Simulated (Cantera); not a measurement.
Feed: 1 mol ZrO₂, 540 mol H₂, 0.13 mol H₂O, at 0.100 bar.

These are equilibrium values from Cantera (NASA tables, ideal gas, pure condensed phases), not measurements of a reactor. Candidate condensed phases: H₂O, Zr, ZrO₂; 12 gas species. Kinetics and transport are ignored.

log p: log10 of the partial pressure in bar; n: condensed amount in mol.

```tsv
T (K)	log p H₂	log p H	log p H₂O	log p OH	log p ZrO	log p ZrO₂	log p O	n ZrO₂(monoclinic)	n ZrO₂(tetragonal)
1250	-1.00	-6.82	-4.62	-12.42	<-13	<-13	<-13	1.00	0
1350	-1.00	-6.12	-4.62	-11.53	<-13	<-13	<-13	1.00	0
1450	-1.00	-5.52	-4.62	-10.76	<-13	<-13	<-13	1.00	0
1550	-1.00	-5.00	-4.62	-10.09	<-13	<-13	<-13	0	1.00
1650	-1.00	(withheld)	-4.62	(withheld)	<-13	<-13	<-13	0	1.00
1750	-1.00	-4.13	-4.62	-8.98	<-13	<-13	-12.22	0	1.00
1850	-1.00	-3.77	-4.62	-8.52	-11.55	-12.12	-11.40	0	1.00
1950	-1.00	(withheld)	-4.62	(withheld)	(withheld)	(withheld)	(withheld)	0	1.00
2050	-1.00	-3.15	-4.62	-7.72	-9.07	-9.99	-10.01	0	1.000
2150	-1.01	-2.88	-4.62	-7.38	-8.00	-9.07	-9.41	0	1.000
```

Question: Fill in the missing entries.

Answer: 
- 1650, log p H: -4.54
- 1650, log p OH: -9.51
- 1950, log p H: -3.44
- 1950, log p OH: -8.10
- 1950, log p ZrO: -10.24
- 1950, log p ZrO₂: -11.00
- 1950, log p O: -10.67
